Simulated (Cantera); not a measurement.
# Ammonia decomposition in nitride growth gas

An isothermal, constant-pressure homogeneous reactor starts with NH3 : H2 = 1 : 0.72 (molar parts), at 1850 K and 13300 Pa.

Model: the gas-phase N/H chemistry of the illustrative SiF4/NH3 mechanism in the Surface Chemkin manual (1991), integrated in Cantera. Walls and surfaces, which speed up NH3 decomposition in real reactors, are not modelled.

```json
[
 {"t (s)": "3.00e-5", "x NH3": "0.581", "x H2": "0.419", "x N2H4": "8.94e-12", "x NH2": "6.62e-6", "x N2H2": "1.21e-10"},
 {"t (s)": "8.77e-5", "x NH3": "0.581", "x H2": "0.419", "x N2H4": "8.38e-11", "x NH2": "1.94e-5", "x N2H2": "1.74e-9"},
 {"t (s)": "0.000256", "x NH3": "0.581", "x H2": "0.419", "x N2H4": "7.35e-10", "x NH2": "5.67e-5", "x N2H2": "1.96e-8"},
 {"t (s)": "0.000750", "x NH3": "0.581", "x H2": "0.419", "x N2H4": "6.07e-9", "x NH2": "0.000162", "x N2H2": "2.07e-7"},
 {"t (s)": "0.00219", "x NH3": "0.581", "x H2": "0.419", "x N2H4": "3.13e-8", "x NH2": "0.000368", "x N2H2": "1.41e-6"},
 {"t (s)": "0.00641", "x NH3": "0.578", "x H2": "0.420", "x N2H4": "4.19e-8", "x NH2": "0.000426", "x N2H2": "2.01e-6"},
 {"t (s)": "0.0187", "x NH3": "0.572", "x H2": "0.425", "x N2H4": "4.13e-8", "x NH2": "0.000423", "x N2H2": "1.98e-6"},
 {"t (s)": "0.0548", "x NH3": "0.553", "x H2": "0.438", "x N2H4": "3.96e-8", "x NH2": "0.000414", "x N2H2": "1.89e-6"},
 {"t (s)": "0.160", "x NH3": "0.502", "x H2": "0.472", "x N2H4": "3.50e-8", "x NH2": "0.000389", "x N2H2": "1.64e-6"},
 {"t (s)": "0.468", "x NH3": "0.387", "x H2": "0.551", "x N2H4": "2.49e-8", "x NH2": "0.000328", "x N2H2": "1.15e-6"},
 {"t (s)": "1.37", "x NH3": "0.201", "x H2": "0.679", "x N2H4": "1.04e-8", "x NH2": "0.000213", "x N2H2": "4.90e-7"},
 {"t (s)": "4.00", "x NH3": "0.0450", "x H2": "0.785", "x N2H4": "1.38e-9", "x NH2": "7.74e-5", "x N2H2": "7.92e-8"},
 {"t (s)": "11.7", "x NH3": "0.00199", "x H2": "0.814", "x N2H4": "1.48e-11", "x NH2": "8.05e-6", "x N2H2": "1.39e-9"},
 {"t (s)": "34.2", "x NH3": "0.000211", "x H2": "0.815", "x N2H4": "<1e-12", "x NH2": "9.49e-7", "x N2H2": "2.06e-11"},
 {"t (s)": "100", "x NH3": "5.64e-5", "x H2": "0.815", "x N2H4": "<1e-12", "x NH2": "2.54e-7", "x N2H2": "1.50e-12"}
]
```
x: mole fraction; the columns are a selection and need not sum to one.

Equilibrium at this temperature and pressure: NH3 1.10e-6, H2 0.815, N2H4 <1e-12, NH2 4.96e-9, N2H2 <1e-12 (gas phase only).
